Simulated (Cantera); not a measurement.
Charge: 1 mol AlN, a varied amount of H2O, held at 1775 K and 10.0 Pa.

These are equilibrium values from Cantera (NASA tables, ideal gas, pure condensed phases), not measurements of a reactor. Candidate condensed phases: Al, AlN, Al2O3, H2O; 35 gas species. Mutual solubility and eutectic melting of coexisting phases are not modelled. Equilibrium is a limit: real reactors are often held back by kinetics, nucleation or transport.

**Question.** Which condensed phases are stable at each of these points (n(H2O) (mol)): 0.19, 0.32, 0.54, 0.93, 1.6, 2.7, 4.6, 7.8?

**Answer.** 
```json
[
 {"n(H2O) (mol)": "0.19", "condensed phases": "AlN(s) + Al2O3(s)", "Al condensed (%)": "43.2"},
 {"n(H2O) (mol)": "0.32", "condensed phases": "AlN(s) + Al2O3(s)", "Al condensed (%)": "4.4"},
 {"n(H2O) (mol)": "0.54", "condensed phases": "Al2O3(s)", "Al condensed (%)": "22.7"},
 {"n(H2O) (mol)": "0.93", "condensed phases": "Al2O3(s)", "Al condensed (%)": "54.9"},
 {"n(H2O) (mol)": "1.6", "condensed phases": "Al2O3(s)", "Al condensed (%)": "100.0"},
 {"n(H2O) (mol)": "2.7", "condensed phases": "Al2O3(s)", "Al condensed (%)": "100.0"},
 {"n(H2O) (mol)": "4.6", "condensed phases": "Al2O3(s)", "Al condensed (%)": "100.0"},
 {"n(H2O) (mol)": "7.8", "condensed phases": "Al2O3(s)", "Al condensed (%)": "100.0"}
]
```

From 0.19 mol H2O to 0.32 mol H2O the condensed part is AlN(s) + Al2O3(s). From 0.54 mol H2O to 7.8 mol H2O the condensed part is Al2O3(s).
